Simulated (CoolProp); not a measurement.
Acetone along the isobar 8.63 MPa: fugacity coefficient from the reference equation and from simpler models built on Tc = 508.1 K, pc = 4.692 MPa, ω = 0.307; each cubic takes its own stable root.

Model: reference Helmholtz-energy equation of state, Lemmon 2006, in CoolProp. It is a short technical equation, of lower accuracy than the large ones.

| T (K) | phase | reference | Redlich-Kwong | Soave-Redlich-Kwong |
|---|---|---|---|---|
| 454.6 | liquid | 0.2106 | 0.2691 | 0.2375 |
| 466.5 | liquid | 0.2458 | 0.3035 | 0.2769 |
| 478.4 | liquid | 0.2835 | 0.3389 | 0.3188 |
| 490.4 | liquid | 0.3236 | 0.3753 | 0.3627 |
| 502.3 | liquid | 0.3650 | 0.4116 | 0.4074 |
| 514.2 | supercritical | 0.4075 | 0.4477 | 0.4522 |
| 526.1 | supercritical | 0.4503 | 0.4831 | 0.4962 |
| 538.1 | supercritical | 0.4929 | 0.5176 | 0.5387 |
| 550 | supercritical | 0.5332 | 0.5501 | 0.5778 |
